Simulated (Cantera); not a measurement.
## Catalytic stagnation flow on Pt

A jet of CH4 : O2 : N2 = 0.084 : 0.088 : 0.79 (molar parts) at 300 K and 105 Torr hits a platinum plate 4.6 cm away at a mass flux of 0.061 kg/m²/s; the plate temperature is set and raised in steps from an oxygen-covered start.

Model: Deutschmann's 1995 Pt surface mechanism with GRI-Mech 3.0 gas chemistry, integrated in Cantera. Catalytic surfaces can have several steady states; this one follows from the mechanism file's or the stated starting coverage.

| plate T (K) | wall x CH4 | wall x O2 | wall x H2O | wall x OH | wall x CO | wall x CO2 | θ free Pt | θ H* | θ CO* | θ C* |
|---|---|---|---|---|---|---|---|---|---|---|
| 900 | 0.0341 | 0.0103 | 0.0912 | <1e-8 | 0.0553 | 8.63e-5 | 0.276 | 0.00134 | 0.200 | 0.522 |
| 950 | 0.0278 | 0.00832 | 0.0885 | <1e-8 | 0.0617 | 7.37e-5 | 0.321 | 0.00205 | 0.121 | 0.555 |
| 1000 | 0.0168 | 0.00495 | 0.0835 | <1e-8 | 0.0728 | 0.000136 | 0.437 | 0.00285 | 0.116 | 0.444 |
| 1050 | 0.00705 | 0.00220 | 0.0784 | <1e-8 | 0.0821 | 0.000716 | 0.683 | 0.00356 | 0.153 | 0.160 |
| 1100 | 0.00473 | 0.00156 | 0.0759 | <1e-8 | 0.0830 | 0.00244 | 0.834 | 0.00342 | 0.117 | 0.0461 |
| 1150 | 0.00403 | 0.00139 | 0.0731 | <1e-8 | 0.0812 | 0.00544 | 0.908 | 0.00309 | 0.0730 | 0.0159 |
x: mole fraction at the wall; θ: surface coverage.
